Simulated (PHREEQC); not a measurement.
Consider water at 20 °C with 0.0087 mol HF, 0.00013 mol (CH3)4NF and 0.0053 mol H2SiF6 per kg of water. Closed to the air; pH follows from the charge balance.

All values are PHREEQC results (ion-association model, wateq4f.dat), not measurements.

No solid was allowed to form.

**Question.** Predict the pH.

**Answer.** pH 2.00.

**Question.** In which forms is F present?

**Answer.** SiF6-2 78 %, HF 19 %, F- 1.6 %, H2F2 0.9 % of the F.

Species that the database lacks are ignored. (CH3)4N+ isn't in the database: it is added as a free cation with an ion size of 4 Å. SiF6-2 is the database's only silicon fluoride.
